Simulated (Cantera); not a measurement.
An isothermal, constant-pressure homogeneous reactor starts with CH₄ : N₂ = 1 : 57 (molar parts), at 1575 K and 0.810 bar.

Cantera simulation using GRI-Mech 3.0 (53 species, 325 reactions); the numbers are that mechanism's predictions, not measurements. GRI-Mech 3.0 stops at C3 and has no aromatics, soot or wall deposition, so with more carbon than oxygen in the feed, carbon stays in small species such as C2H2 where larger ones or solid carbon would form.

One state of this run: x CH₄ = 0.00189; x C₂H₂ = 0.00752; x HCN = 2.70e-7; x CH₃ = 1.10e-5; x CH₂ = 2.84e-9; x H = 6.52e-6. x: mole fraction; the columns are a selection and need not sum to one.

Q: Which value of t (s) does it belong to?
A. 1.43
B. 0.221
C. 3.00e-6
D. 9.27

A: A, 1.43
